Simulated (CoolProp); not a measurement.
A Linde-Hampson liquefier for nitrogen: isothermal reversible compression at 300 K from 1 atm to 10 MPa, throttling to 1 atm, return gas leaving the recuperator 10 K below the feed. Each further row changes one setting.

Computed with CoolProp (reference Helmholtz-energy equation of state, Span 2000).

| case | liquid yield per pass | compression work (kJ/kg of gas) |
|---|---|---|
| as stated | 0.021 | 408 |
| high pressure 20 MPa | 0.051 | 472 |
| warm-end temperature 330 K | 0.011 | 451 |
| warm-end gap 15 K | 0.009 | 408 |
